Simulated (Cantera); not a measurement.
Cantera with NASA thermochemical tables; ideal gases at 1 bar, condensed phases pure. Values are per mole of reaction as written; species without (g) are pure solids or liquids, kept so even where they would boil at 1 bar.

H2O(g) + 2 Li ⇌ Li2O + H2(g)

```csv
T (K),ΔH° (kJ),ΔS° (J/K),ΔG° (kJ),log10 K
550,-362.1,-89.9,-312.7,29.69
700,[?],[?],[?],[?]
850,[?],[?],[?],[?]
1000,-356.5,-82.8,-273.7,14.30
1150,-353.4,-80.3,-261.0,11.86
1300,[?],[?],[?],[?]
1450,[?],[?],[?],[?]
```

**Question.** Complete the blanks.

**Answer.** 
- 700, ΔH° (kJ): -360.8
- 700, ΔS° (J/K): -87.9
- 700, ΔG° (kJ): -299.3
- 700, log10 K: 22.33
- 850, ΔH° (kJ): -358.9
- 850, ΔS° (J/K): -85.4
- 850, ΔG° (kJ): -286.3
- 850, log10 K: 17.59
- 1300, ΔH° (kJ): -350.2
- 1300, ΔS° (J/K): -77.7
- 1300, ΔG° (kJ): -249.2
- 1300, log10 K: 10.01
- 1450, ΔH° (kJ): -346.9
- 1450, ΔS° (J/K): -75.3
- 1450, ΔG° (kJ): -237.7
- 1450, log10 K: 8.56
